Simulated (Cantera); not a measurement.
An isothermal, constant-pressure homogeneous reactor starts with 12.7 % CH4, 87.3 % H2, at 1648 K and 20.0 Torr.

Model: GRI-Mech 3.0 (53 species, 325 reactions), integrated in Cantera. GRI-Mech 3.0 stops at C3 and has no aromatics, soot or wall deposition, so with more carbon than oxygen in the feed, carbon stays in small species such as C2H2 where larger ones or solid carbon would form. Radical loss at walls, strong at low pressure, is not modelled.

x: mole fraction; the columns are a selection and need not sum to one.

```json
[
 {"t (s)": "0.000500", "x CH4": "0.127", "x H2": "0.873", "x C2H2": "1.95e-11", "x CH3": "2.38e-5", "x C2H": "<1e-12", "x CH2": "2.00e-10"},
 {"t (s)": "0.000998", "x CH4": "0.127", "x H2": "0.873", "x C2H2": "3.59e-10", "x CH3": "4.76e-5", "x C2H": "<1e-12", "x CH2": "8.23e-10"},
 {"t (s)": "0.00199", "x CH4": "0.127", "x H2": "0.873", "x C2H2": "6.97e-9", "x CH3": "9.49e-5", "x C2H": "<1e-12", "x CH2": "3.30e-9"},
 {"t (s)": "0.00398", "x CH4": "0.126", "x H2": "0.873", "x C2H2": "1.46e-7", "x CH3": "0.000188", "x C2H": "<1e-12", "x CH2": "1.28e-8"},
 {"t (s)": "0.00794", "x CH4": "0.126", "x H2": "0.873", "x C2H2": "3.30e-6", "x CH3": "0.000366", "x C2H": "2.05e-12", "x CH2": "4.69e-8"},
 {"t (s)": "0.0158", "x CH4": "0.125", "x H2": "0.874", "x C2H2": "6.84e-5", "x CH3": "0.000661", "x C2H": "7.72e-11", "x CH2": "1.44e-7"},
 {"t (s)": "0.0316", "x CH4": "0.123", "x H2": "0.875", "x C2H2": "0.000800", "x CH3": "0.000915", "x C2H": "1.28e-9", "x CH2": "2.68e-7"},
 {"t (s)": "0.0631", "x CH4": "0.116", "x H2": "0.878", "x C2H2": "0.00358", "x CH3": "0.000928", "x C2H": "6.11e-9", "x CH2": "2.90e-7"},
 {"t (s)": "0.126", "x CH4": "…", "x H2": "0.885", "x C2H2": "…", "x CH3": "…", "x C2H": "…", "x CH2": "2.74e-7"},
 {"t (s)": "0.251", "x CH4": "0.0866", "x H2": "0.895", "x C2H2": "0.0170", "x CH3": "0.000729", "x C2H": "3.06e-8", "x CH2": "2.47e-7"},
 {"t (s)": "0.502", "x CH4": "…", "x H2": "0.908", "x C2H2": "…", "x CH3": "…", "x C2H": "…", "x CH2": "…"},
 {"t (s)": "1.00", "x CH4": "0.0400", "x H2": "0.921", "x C2H2": "0.0381", "x CH3": "0.000380", "x C2H": "7.74e-8", "x CH2": "1.56e-7"},
 {"t (s)": "2.00", "x CH4": "0.0218", "x H2": "0.931", "x C2H2": "0.0463", "x CH3": "0.000223", "x C2H": "1.01e-7", "x CH2": "1.03e-7"}
]
```

Task: Complete the blanks.

Result: 
- 0.126, x CH4: 0.104
- 0.126, x C2H2: 0.00885
- 0.126, x CH3: 0.000851
- 0.126, x C2H: 1.54e-8
- 0.502, x CH4: 0.0635
- 0.502, x C2H2: 0.0275
- 0.502, x CH3: 0.000563
- 0.502, x C2H: 5.20e-8
- 0.502, x CH2: 2.07e-7
